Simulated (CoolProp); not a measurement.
Saturation properties of C2F6 (R116).

Values from CoolProp's reference Helmholtz-energy equation of state, Lemmon 2006. It is a short technical equation, of lower accuracy than the large ones.

| T (K) | p (MPa) | enthalpy of vaporisation (kJ/kg) | vapour Z | surface tension (mN/m) | liquid viscosity (µPa s) |
|---|---|---|---|---|---|
| 201.5 | 0.1414 | 114.1 | 0.9429 | 10.2 | 376 |
| 207.2 | 0.1863 | 111.5 | 0.9307 | 9.41 | [?] |
| 212.9 | 0.2413 | 108.7 | [?] | 8.65 | 309 |
| 218.7 | 0.3091 | 105.8 | 0.9011 | 7.90 | 280 |
| 224.4 | 0.3889 | 102.7 | 0.8838 | 7.16 | 255 |
| 230.1 | 0.4833 | 99.41 | 0.8646 | 6.44 | 232 |
| 235.9 | 0.5959 | 95.85 | 0.8430 | 5.72 | 211 |
| 241.6 | 0.7245 | 92.09 | 0.8195 | 5.02 | 192 |
| 247.3 | 0.8727 | 88.03 | 0.7935 | 4.34 | [?] |
| 253.1 | 1.045 | 83.53 | 0.7643 | 3.67 | 157 |
| 258.8 | 1.239 | 78.65 | 0.7323 | 3.03 | [?] |
| 264.5 | 1.458 | 73.22 | 0.6966 | 2.42 | 126 |
| 270.3 | 1.709 | 66.95 | 0.6554 | 1.82 | 112 |
| 276 | 1.987 | 59.74 | 0.6085 | 1.27 | 97.4 |
| 281.7 | 2.300 | 50.91 | 0.5521 | 0.762 | 83.1 |

Question: Fill in the missing entries.

Answer: 
- 207.2, liquid viscosity (µPa s): 340
- 212.9, vapour Z: 0.9169
- 247.3, liquid viscosity (µPa s): 174
- 258.8, liquid viscosity (µPa s): 141

It boils at 195.1 K under 1 atm.

Viscosity comes from a separate model (Huber 2003), an estimate that may be off by 10 % or more. Surface tension comes from a separate correlation (Mulero 2012).
